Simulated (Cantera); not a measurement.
Input (Python, Cantera) and output of one run.

```python
import numpy as np
import cantera as ct

gas_names = """
    H HO2 H2 H2O H2O2 O OH O2 O3 Pb PbO Pb2
""".split()
cond_names = """
    H2O(s) H2O(L) Pb(cr) Pb(L) PbO(rd) PbO(yw) PbO(L) PbO2(s) Pb3O4(s)
""".split()


def load(file, names, dense=False):
    # The tables refer to 1 bar. Condensed volumes are neglected.
    table = {s.name: s for s in ct.Species.list_from_file(file)}
    out = []
    for n in names:
        d = dict(table[n].input_data)
        d["thermo"] = dict(d["thermo"], **{"reference-pressure": 1e5})
        if dense:
            d["equation-of-state"] = {"model": "constant-volume", "density": "1e6 g/cm^3"}
        out.append(ct.Species.from_dict(d))
    return out


gas = ct.Solution(thermo="ideal-gas", species=load("nasa_gas.yaml", gas_names))
cond = {s.name: ct.Solution(thermo="fixed-stoichiometry", species=[s], name=s.name)
        for s in load("nasa_condensed.yaml", cond_names, dense=True)}
atoms = {
    'PbO': {'Pb': 1, 'O': 1},
    'H2': {'H': 2},
}
top_T = {'Pb3O4(s)': 820}  # K; cautious upper limits of use, not melting points


def equilibrate(T, P, feed):
    n = {}
    for name, mol in feed.items():
        for a, k in atoms[name].items():
            n[a] = n.get(a, 0.0) + k * mol
    gas.TPX = T, P, n
    mass = sum(n.values()) * gas.mean_molecular_weight
    gas.equilibrate("TP")
    valid = [c for c in cond.values() if c.min_temp <= T <= top_T.get(c.name, c.max_temp)]
    mix = ct.Mixture([(gas, mass / gas.mean_molecular_weight)] + [(c, 0.0) for c in valid])
    mix.T, mix.P = T, P
    mix.equilibrate("TP", solver="vcs", rtol=1e-11, max_steps=5000)
    return mix


results = []
feed = {'PbO': 1, 'H2': 5.8}  # mol
P = 1000  # Pa
for T in [1248, 1348, 1448, 1548, 1648, 1748, 1848, 1948]:
    mix = equilibrate(T, P, feed)
    results.append((T, P, feed, dict(zip(mix.species_names, mix.species_moles))))
    x = sorted(zip(gas.X, gas.species_names), reverse=True)
    print(f"T = {T:g} K  P = {P:g} Pa  gas = {mix.phase_moles(0):.4g} mol")
    print("   x: " + "  ".join(f"{s} {v:.3e}" for v, s in x if v > 1e-06))
    print("   condensed (mol): " + ("  ".join(f"{mix.phase(i).name} {mix.phase_moles(i):.4g}"
          for i in range(1, mix.n_phases) if mix.phase_moles(i) > 1e-12) or "none"))
```

Result:

```
T = 1248 K  P = 1000 Pa  gas = 6.667 mol
   x: H2 7.200e-01  H2O 1.500e-01  Pb 1.300e-01  Pb2 7.752e-06  H 3.963e-06  PbO 1.405e-06
   condensed (mol): Pb(L) 0.1331
T = 1348 K  P = 1000 Pa  gas = 6.8 mol
   x: H2 7.059e-01  H2O 1.471e-01  Pb 1.470e-01  H 1.944e-05  Pb2 6.417e-06  PbO 3.834e-06
   condensed (mol): none
T = 1448 K  P = 1000 Pa  gas = 6.8 mol
   x: H2 7.058e-01  H2O 1.470e-01  Pb 1.470e-01  H 7.744e-05  PbO 8.205e-06  Pb2 4.403e-06
   condensed (mol): none
T = 1548 K  P = 1000 Pa  gas = 6.801 mol
   x: H2 7.057e-01  H2O 1.470e-01  Pb 1.470e-01  H 2.587e-04  PbO 1.593e-05  Pb2 3.165e-06  OH 1.800e-06
   condensed (mol): none
T = 1648 K  P = 1000 Pa  gas = 6.803 mol
   x: H2 7.053e-01  Pb 1.470e-01  H2O 1.470e-01  H 7.479e-04  PbO 2.853e-05  OH 7.002e-06  Pb2 2.363e-06
   condensed (mol): none
T = 1748 K  P = 1000 Pa  gas = 6.807 mol
   x: H2 7.043e-01  Pb 1.469e-01  H2O 1.468e-01  H 1.917e-03  PbO 4.780e-05  OH 2.332e-05  Pb2 1.819e-06
   condensed (mol): none
T = 1848 K  P = 1000 Pa  gas = 6.815 mol
   x: H2 7.022e-01  Pb 1.466e-01  H2O 1.466e-01  H 4.443e-03  PbO 7.567e-05  OH 6.822e-05  Pb2 1.435e-06
   condensed (mol): none
T = 1948 K  P = 1000 Pa  gas = 6.833 mol
   x: H2 6.980e-01  Pb 1.462e-01  H2O 1.461e-01  H 9.440e-03  OH 1.787e-04  PbO 1.141e-04  O 1.791e-06  Pb2 1.153e-06
   condensed (mol): none
```

Equilibrium computed with Cantera from the NASA thermochemical tables; the gas is ideal and each condensed phase is pure.
